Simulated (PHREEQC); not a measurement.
NaOH is added in steps, without added water, to 1 kg of water holding 0.019 mol HNO3, 0.00034 mol CaCl2 and 0.00012 mol MnSO4, at 65 °C. No oxygen is let in. No CO2 enters from the air. Only these solids could form: Anhydrite, Pyrochroite, Halite.

Base run: PHREEQC, ion-association model, phreeqc.dat. Each further column changes one thing. The table gives HSO4- (mol/kgw).

```csv
NaOH added (mol),base,Davies equation for every ion,Debye-Hückel limiting law,all activity coefficients set to 1,database wateq4f.dat
0,8.76e-5,8.67e-5,8.39e-5,9.75e-5,8.75e-5
0.0025,8.40e-5,8.30e-5,8.00e-5,9.46e-5,8.38e-5
0.005833,7.77e-5,7.67e-5,___,8.94e-5,7.76e-5
0.008333,7.16e-5,7.04e-5,6.72e-5,___,7.14e-5
0.01167,6.01e-5,5.90e-5,5.57e-5,___,5.99e-5
0.01417,4.75e-5,4.64e-5,4.34e-5,6.09e-5,4.73e-5
0.0175,2.01e-5,1.94e-5,1.77e-5,2.86e-5,2.00e-5
0.02,2.93e-12,2.87e-12,___,3.59e-12,2.80e-12
```

Fill in the missing entries.


- 0.005833, Debye-Hückel limiting law: 7.35e-5
- 0.008333, all activity coefficients set to 1: 8.41e-5
- 0.01167, all activity coefficients set to 1: 7.36e-5
- 0.02, Debye-Hückel limiting law: 2.72e-12

Away from 25 °C the constants follow the database's enthalpies or fits; those with neither stay at their 25 °C values. phreeqc.dat and wateq4f.dat share most of their constants, so their agreement is no independent check. Solids allowed in the column 'database wateq4f.dat': Gypsum, Portlandite, Pyrochroite, Halite, Mirabilite.
